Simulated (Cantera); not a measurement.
Input: 1 mol Si, 1.8 mol Br2, 91 mol N2, equilibrated at 550 K and 13.0 Pa.

These are equilibrium values from Cantera (NASA tables, ideal gas, pure condensed phases), not measurements of a reactor. Candidate condensed phases: Br2, Si, Si3N4; 13 gas species. N2 is the only nitrogen source here; it is nearly inert below about 1500 K, so the nitride shown seldom forms there in practice. Equilibrium is a limit: real reactors are often held back by kinetics, nucleation or transport.

Base state: N2 0.990, SiBr4 0.00980 (mole fractions); condensed: Si3N4(s).

Question: What changes in the equilibrium state with this change: Br2 from 1.8 to 0.53 mol?

Answer: 
```
species         before    after
-------------  -------  -------
N2               0.990    0.997
SiBr4          0.00980  0.00292
Si3N4(s), mol   0.0333    0.245
```

Question: What changes in the equilibrium state with this change: Br2 from 1.8 to 0.91 mol?

Answer: 
```json
[
 {"species": "N2", "before": "0.990", "after": "0.995"},
 {"species": "SiBr4", "before": "0.00980", "after": "0.00499"},
 {"species": "Si3N4(s), mol", "before": "0.0333", "after": "0.182"}
]
```
